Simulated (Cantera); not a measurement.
## N2O furnace oxynitridation

An isothermal, constant-pressure homogeneous reactor starts with N₂O : H₂O : N₂ = 1 : 0.017 : 0.072 (molar parts), at 1500 K and 20.0 Torr.

Model: GRI-Mech 3.0 (53 species, 325 reactions), integrated in Cantera. GRI-Mech 3.0 was tuned for natural gas; its chemistry of N2O as a main component is partial and can be far from experiment. Radical loss at walls, strong at low pressure, is not modelled. The temperature is held fixed by assumption; the heat of reaction is taken as removed at once.

| t (s) | x N₂O | x H₂O | x H | x NO | x NO₂ | x H₂O₂ |
|---|---|---|---|---|---|---|
| 9.00e-5 | 0.918 | 0.0156 | 8.99e-10 | 1.11e-5 | 3.78e-12 | 4.04e-12 |
| 0.000210 | 0.918 | 0.0156 | 5.91e-9 | 4.42e-5 | 1.85e-10 | 8.52e-11 |
| 0.000490 | 0.917 | 0.0156 | 2.19e-8 | 0.000141 | 9.76e-9 | 1.33e-9 |
| 0.00114 | 0.916 | 0.0156 | 5.70e-8 | 0.000374 | 3.48e-7 | 1.53e-8 |
| 0.00266 | 0.913 | 0.0155 | 1.13e-7 | 0.000906 | 6.42e-6 | 8.02e-8 |
| 0.00621 | 0.905 | 0.0155 | 1.54e-7 | 0.00210 | 4.68e-5 | 8.63e-8 |
| 0.0145 | 0.887 | 0.0154 | 1.70e-7 | 0.00479 | 0.000168 | 5.06e-8 |
| 0.0338 | 0.847 | 0.0152 | 1.79e-7 | 0.0108 | 0.000371 | 2.55e-8 |
| 0.0788 | 0.764 | 0.0147 | 1.94e-7 | 0.0234 | 0.000520 | 1.09e-8 |
| 0.184 | 0.607 | 0.0139 | 2.25e-7 | 0.0472 | 0.000497 | 4.16e-9 |
| 0.429 | 0.371 | 0.0126 | 2.94e-7 | 0.0825 | 0.000329 | 1.66e-9 |
| 1.00 | 0.134 | 0.0113 | 4.22e-7 | 0.117 | 0.000143 | 8.30e-10 |
x: mole fraction; the columns are a selection and need not sum to one.

Equilibrium at this temperature and pressure: N₂O 1.29e-8, H₂O 0.0107, H 5.11e-8, NO 0.00139, NO₂ 1.48e-6, H₂O₂ 2.03e-10 (gas phase only).
